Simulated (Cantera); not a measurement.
Mixture: 14.6 % CO, 11.4 % H2, 14.2 % O2, 59.8 % N2, at 460000 Pa, adiabatic and at constant volume. Ignition delay is the time to a rise of 400 K.

Model: GRI-Mech 3.0 (53 species, 325 reactions), integrated in Cantera. The hydrogen kinetics of GRI-Mech 3.0 are dated; newer H2 mechanisms differ, most at raised pressure. Where the delays flatten at high temperature, the 400 K rule measures the pace of heat release, not the induction time.

**Question.** Predict: delay at 1298 K; delay at 1448 K; delay at 1598 K; delay at 1748 K; delay at 1898 K.

**Answer.** 
```json
{
  "delay at 1298 K": "9.55 µs",
  "delay at 1448 K": "5.10 µs",
  "delay at 1598 K": "3.50 µs",
  "delay at 1748 K": "2.83 µs",
  "delay at 1898 K": "2.58 µs"
}
```
